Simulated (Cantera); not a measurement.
An isothermal, constant-pressure homogeneous reactor starts with CH₄ : N₂ = 1 : 57 (molar parts), at 1923 K and 0.940 bar. Integrator tolerance rtol = 1e-08.

Model: GRI-Mech 3.0 (53 species, 325 reactions), integrated in Cantera. GRI-Mech 3.0 stops at C3 and has no aromatics, soot or wall deposition, so with more carbon than oxygen in the feed, carbon stays in small species such as C2H2 where larger ones or solid carbon would form.

Q: What does this change do: pressure from 0.940 bar to 69.0 Torr?

A: 
```
quantity                                              before                                     after
-----------------  -----------------------------------------  ----------------------------------------
x(CH₄) at 20.0 s     5.62e-6 (gas-phase equilibrium 2.27e-6)   1.48e-7 (gas-phase equilibrium 2.20e-7)
x(C₂H₂) at 20.0 s   0.00833 (gas-phase equilibrium 0.000594)  0.00840 (gas-phase equilibrium 0.000594)
x(C₂H₄) at 20.0 s    2.08e-6 (gas-phase equilibrium 1.48e-7)   2.04e-7 (gas-phase equilibrium 1.44e-8)
x(C₂H) at 20.0 s     7.28e-7 (gas-phase equilibrium 5.20e-8)   2.36e-6 (gas-phase equilibrium 1.67e-7)
x(H₂) at 20.0 s        0.0253 (gas-phase equilibrium 0.0253)     0.0252 (gas-phase equilibrium 0.0252)
x(C₂H₆) at 20.0 s  1.92e-11 (gas-phase equilibrium 2.50e-12)     <1e-12 (gas-phase equilibrium <1e-12)
x(CH₂) at 20.0 s     5.20e-9 (gas-phase equilibrium 2.11e-9)   1.41e-9 (gas-phase equilibrium 2.10e-9)
```

Q: What does this change do: pressure from 0.940 bar to 0.300 bar?

A: 
| quantity | before | after |
|---|---|---|
| x(CH₄) at 20.0 s | 5.62e-6 (gas-phase equilibrium 2.27e-6) | 8.62e-7 (gas-phase equilibrium 7.23e-7) |
| x(C₂H₂) at 20.0 s | 0.00833 (gas-phase equilibrium 0.000594) | 0.00840 (gas-phase equilibrium 0.000594) |
| x(C₂H₄) at 20.0 s | 2.08e-6 (gas-phase equilibrium 1.48e-7) | 6.67e-7 (gas-phase equilibrium 4.72e-8) |
| x(C₂H) at 20.0 s | 7.28e-7 (gas-phase equilibrium 5.20e-8) | 1.30e-6 (gas-phase equilibrium 9.21e-8) |
| x(H₂) at 20.0 s | 0.0253 (gas-phase equilibrium 0.0253) | 0.0253 (gas-phase equilibrium 0.0253) |
| x(C₂H₆) at 20.0 s | 1.92e-11 (gas-phase equilibrium 2.50e-12) | 1.02e-12 (gas-phase equilibrium <1e-12) |
| x(CH₂) at 20.0 s | 5.20e-9 (gas-phase equilibrium 2.11e-9) | 2.50e-9 (gas-phase equilibrium 2.10e-9) |
